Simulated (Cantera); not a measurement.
A closed system holds: 1 mol CaCO3, 2 mol H2, held at 2100 K and 9.00 mbar.

Equilibrium computed with Cantera from the NASA thermochemical tables; the gas is ideal and each condensed phase is pure. Candidate condensed phases: C, C6H6, C7H8, C8H18, Ca, CaCO3, CaO, Ca(OH)2, H2O; 115 gas species. Kinetics and transport are ignored.

Q: What is the equilibrium state?

A: 
- x(H2): 0.365
- x(CO): 0.285
- x(H2O): 0.283
- x(CO2): 0.0447
- x(H): 0.0199
- x(OH): 0.00183
- x(CaOH): 8.46e-5
- x(Ca): 7.39e-5
- x(O): 7.09e-5
- n(CaO(s)): 0.999 mol
- gas amount: 3.034 mol
- log10 activity of C(graphite) (absent): -6.58
- log10 activity of Ca(l) (absent): -6.84
